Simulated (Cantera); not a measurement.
What does this Cantera script print?

```python
import numpy as np
import cantera as ct

gas_names = """
    C CH CH2 CH3 CH4 C2 C2H C2H2,acetylene C2H2,vinylidene C2H3,vinyl C2H4 C2H5 C2H6 C3 C3H3,propargyl
    C3H4,allene C3H4,propyne C3H4,cyclo- C3H5,allyl C3H6,propylene C3H6,cyclo- C3H7,n-propyl
    C3H7,i-propyl C3H8 C4 C4H2 C4H4,1,3-cyclo- C4H6,butadiene C4H6,2-butyne C4H6,cyclo- C4H8,1-butene
    C4H8,cis2-buten C4H8,tr2-butene C4H8,isobutene C4H8,cyclo- C4H9,n-butyl C4H9,i-butyl C4H9,s-butyl
    C4H9,t-butyl C4H10,isobutane C4H10,n-butane C5 C5H6,1,3cyclo- C5H8,cyclo- C5H10,1-pentene
    C5H10,cyclo- C5H11,pentyl C5H11,t-pentyl C5H12,n-pentane C5H12,i-pentane CH3C(CH3)2CH3 C6H2
    C6H5,phenyl C6H6 C6H10,cyclo- C6H12,1-hexene C6H12,cyclo- C6H13,n-hexyl C7H7,benzyl C7H8
    C7H14,1-heptene C7H15,n-heptyl C7H16,n-heptane C8H8,styrene C8H10,ethylbenz C8H16,1-octene
    C8H17,n-octyl C8H18,isooctane C8H18,n-octane C9H19,n-nonyl C10H8,naphthale C10H21,n-decyl
    C12H9,o-bipheny C12H10,bipheny H H2 Si SiC SiC2 SiC4H12 SiH SiH2 SiH3 SiH4 Si2 Si2C Si3
""".split()
cond_names = """
    C(gr) C6H6(L) C7H8(L) C8H18(L),n-octa Si(cr) Si(L) SiC(b)
""".split()


def load(file, names, dense=False):
    # The tables refer to 1 bar. Condensed volumes are neglected.
    table = {s.name: s for s in ct.Species.list_from_file(file)}
    out = []
    for n in names:
        d = dict(table[n].input_data)
        d["thermo"] = dict(d["thermo"], **{"reference-pressure": 1e5})
        if dense:
            d["equation-of-state"] = {"model": "constant-volume", "density": "1e6 g/cm^3"}
        out.append(ct.Species.from_dict(d))
    return out


gas = ct.Solution(thermo="ideal-gas", species=load("nasa_gas.yaml", gas_names))
cond = {s.name: ct.Solution(thermo="fixed-stoichiometry", species=[s], name=s.name)
        for s in load("nasa_condensed.yaml", cond_names, dense=True)}
atoms = {
    'Si(CH3)4': {'Si': 1, 'C': 4, 'H': 12},
    'C2H4': {'C': 2, 'H': 4},
    'H2': {'H': 2},
}
top_T = {'C(gr)': 4500, 'SiC(b)': 3050}  # K; cautious upper limits of use, not melting points


def equilibrate(T, P, feed):
    n = {}
    for name, mol in feed.items():
        for a, k in atoms[name].items():
            n[a] = n.get(a, 0.0) + k * mol
    gas.TPX = T, P, n
    mass = sum(n.values()) * gas.mean_molecular_weight
    gas.equilibrate("TP")
    valid = [c for c in cond.values() if c.min_temp <= T <= top_T.get(c.name, c.max_temp)]
    mix = ct.Mixture([(gas, mass / gas.mean_molecular_weight)] + [(c, 0.0) for c in valid])
    mix.T, mix.P = T, P
    mix.equilibrate("TP", solver="vcs", rtol=1e-11, max_steps=5000)
    return mix


results = []
feed = {'Si(CH3)4': 1, 'C2H4': 1, 'H2': 47}  # mol
P = 133.322  # Pa
for T in [1073, 1173, 1273, 1373, 1473, 1573, 1673, 1773, 1873, 1973, 2073, 2173, 2273]:
    mix = equilibrate(T, P, feed)
    results.append((T, P, feed, dict(zip(mix.species_names, mix.species_moles))))
    x = sorted(zip(gas.X, gas.species_names), reverse=True)
    print(f"T = {T:g} K  P = {P:g} Pa  gas = {mix.phase_moles(0):.4g} mol")
    print("   x: " + "  ".join(f"{s} {v:.3e}" for v, s in x if v > 0.001))
    print("   condensed (mol): " + ("  ".join(f"{mix.phase(i).name} {mix.phase_moles(i):.4g}"
          for i in range(1, mix.n_phases) if mix.phase_moles(i) > 1e-12) or "none"))
```

Output:

```
T = 1073 K  P = 133.322 Pa  gas = 55 mol
   x: H2 9.999e-01
   condensed (mol): C(gr) 4.997  SiC(b) 1
T = 1173 K  P = 133.322 Pa  gas = 55 mol
   x: H2 1.000e+00
   condensed (mol): C(gr) 4.999  SiC(b) 1
T = 1273 K  P = 133.322 Pa  gas = 55 mol
   x: H2 1.000e+00
   condensed (mol): C(gr) 4.999  SiC(b) 1
T = 1373 K  P = 133.322 Pa  gas = 55 mol
   x: H2 9.999e-01
   condensed (mol): C(gr) 4.999  SiC(b) 1
T = 1473 K  P = 133.322 Pa  gas = 55.01 mol
   x: H2 9.996e-01
   condensed (mol): C(gr) 4.999  SiC(b) 1
T = 1573 K  P = 133.322 Pa  gas = 55.03 mol
   x: H2 9.989e-01  H 1.113e-03
   condensed (mol): C(gr) 4.998  SiC(b) 1
T = 1673 K  P = 133.322 Pa  gas = 55.09 mol
   x: H2 9.968e-01  H 3.114e-03
   condensed (mol): C(gr) 4.994  SiC(b) 0.9997
T = 1773 K  P = 133.322 Pa  gas = 55.22 mol
   x: H2 9.921e-01  H 7.760e-03
   condensed (mol): C(gr) 4.987  SiC(b) 0.998
T = 1873 K  P = 133.322 Pa  gas = 55.5 mol
   x: H2 9.819e-01  H 1.752e-02
   condensed (mol): C(gr) 4.979  SiC(b) 0.9867
T = 1973 K  P = 133.322 Pa  gas = 56.09 mol
   x: H2 9.619e-01  H 3.624e-02  Si 1.173e-03
   condensed (mol): C(gr) 4.998  SiC(b) 0.9266
T = 2073 K  P = 133.322 Pa  gas = 57.32 mol
   x: H2 9.237e-01  H 6.923e-02  Si 5.318e-03  C2H2,acetylene 1.132e-03
   condensed (mol): C(gr) 5.176  SiC(b) 0.6479
T = 2173 K  P = 133.322 Pa  gas = 59.61 mol
   x: H2 8.593e-01  H 1.225e-01  Si 1.424e-02  C2H2,acetylene 1.896e-03  SiC2 1.233e-03
   condensed (mol): C(gr) 5.594
T = 2273 K  P = 133.322 Pa  gas = 62.31 mol
   x: H2 7.782e-01  H 2.030e-01  Si 1.374e-02  C2H2,acetylene 2.934e-03  SiC2 1.726e-03
   condensed (mol): C(gr) 5.4
```

Equilibrium computed with Cantera from the NASA thermochemical tables; the gas is ideal and each condensed phase is pure. Gases not in the tables: Si2H6 and higher silanes.
